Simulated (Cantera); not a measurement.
# Ignition delay

Mixture: CH3OH : O2 : N2 = 1 : 2.59 : 9.72 (molar parts), equivalence ratio 0.58, at 4.93 atm, adiabatic and at constant pressure. Ignition delay is the time to a rise of 400 K.

Cantera simulation using GRI-Mech 3.0 (53 species, 325 reactions); the numbers are that mechanism's predictions, not measurements. GRI-Mech 3.0 was tuned for natural gas; its chemistry of methanol as a main component is partial and can be far from experiment.

```csv
T0 (K),delay (ms)
1050,50.0
1150,6.72
1250,1.27
1350,0.324
1450,0.106
1550,0.0426
1650,0.0199
```

| Item | Result |
|---|---|
| apparent activation energy between 1450 and 1650 K | 170 kJ/mol |
